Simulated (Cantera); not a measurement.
Input: 1 mol Cr, 14 mol NH3, 170 mol H2, equilibrated at 2250 K and 1.00 bar.

Cantera equilibrium calculation (NASA polynomials, part measured and part estimated; ideal gas, pure solids and liquids). Candidate condensed phases: Cr, CrN, Cr2N; 11 gas species. Rates play no part.

Base state: H2 0.953, N2 0.0350, H 0.00725, Cr 0.00501 (mole fractions); condensed: gas only.

Q: What changes in the equilibrium state with this change: temperature from 2250 K to 1398 K?

A: 
```json
[
 {"species": "H2", "before": "0.953", "after": "0.966"},
 {"species": "N2", "before": "0.0350", "after": "0.0341"},
 {"species": "NH3", "before": "2.42e-6", "after": "1.51e-5"},
 {"species": "H", "before": "0.00725", "after": "4.65e-6"},
 {"species": "Cr", "before": "0.00501", "after": "4.62e-8"},
 {"species": "Cr2N(s), mol", "before": "0", "after": "0.500"}
]
```
